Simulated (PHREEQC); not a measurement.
0.015 g of hydrous ferric oxide (600 m²/g; 0.2 weak and 0.005 strong sites per Fe, Dzombak-Morel constants, diffuse double layer) in 1 kg of water with 0.005 mol/kgw of an inert sodium salt, at 25 °C; the pH is set by adding NaOH or the inert anion's acid. Oxygen is held at 0.21 atm. No CO2 enters from the air. Precipitation was switched off in this run.

Base run: PHREEQC, ion-association model, wateq4f.dat. Each further column changes one thing. The table gives surface charge σ (C/m²).

```
pH      base  background salt from 0.005 to 0.0005 mol/kgw  oxide from 0.015 to 0.075 g/kgw  2.9e-05 mol/kgw CaCl2 added
----  ------  --------------------------------------------  -------------------------------  ---------------------------
3      0.302                                         0.238                            0.303                        0.303
4.33   0.147                                         0.071                            0.147                            ?
5      0.090                                             ?                            0.090                            ?
5.67   0.051                                         0.019                            0.051                        0.051
7      0.013                                             ?                            0.013                        0.013
8.33  -0.002                                        -0.001                           -0.002                       -0.001
9     -0.009                                             ?                           -0.009                            ?
9.67  -0.021                                        -0.008                           -0.021                       -0.009
11    -0.081                                        -0.049                           -0.081                            ?
```

### Question
What belongs in the gaps?

### Answer

- 4.33, 2.9e-05 mol/kgw CaCl2 added: 0.148
- 5, background salt from 0.005 to 0.0005 mol/kgw: 0.038
- 5, 2.9e-05 mol/kgw CaCl2 added: 0.091
- 7, background salt from 0.005 to 0.0005 mol/kgw: 0.004
- 9, background salt from 0.005 to 0.0005 mol/kgw: -0.003
- 9, 2.9e-05 mol/kgw CaCl2 added: -0.006
- 11, 2.9e-05 mol/kgw CaCl2 added: -0.012

The oxide is taken as insoluble; below pH 4 it would dissolve.
